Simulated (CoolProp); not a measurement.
Vapour-liquid equilibrium of carbon dioxide (1) + CHF3 (R23) (2) at 238.4 K; x and y are mole fractions of (1).

Model: multi-fluid Helmholtz-energy mixture model, Span 1996 and Penoncello 2003; pair parameters Bell 2016, in CoolProp.

```tsv
x	bubble pressure (MPa)	y at the bubble point	dew pressure at overall composition x (MPa)	liquid density (mol/L)
0.05	0.8798	…	0.8719	18.02
0.15	0.9296	0.205	0.9085	18.54
0.25	0.9773	0.325	0.9472	19.10
0.35	1.022	0.432	0.9877	19.69
0.45	1.063	0.530	1.030	…
0.55	1.101	0.621	…	21.01
0.65	1.134	0.706	1.112	…
0.75	…	0.788	1.150	22.56
0.85	1.187	0.870	1.181	23.43
0.95	1.206	0.955	…	24.38
```

Problem. Fill in the missing entries.

Solution. 
- 0.05, y at the bubble point: 0.072
- 0.45, liquid density (mol/L): 20.32
- 0.55, dew pressure at overall composition x (MPa): 1.072
- 0.65, liquid density (mol/L): 21.75
- 0.75, bubble pressure (MPa): 1.163
- 0.95, dew pressure at overall composition x (MPa): 1.205

No azeotrope shows between x = 0.05 and 0.95.

Pair parameters are fitted to limited data, so mixtures are less certain than the pure fluids.
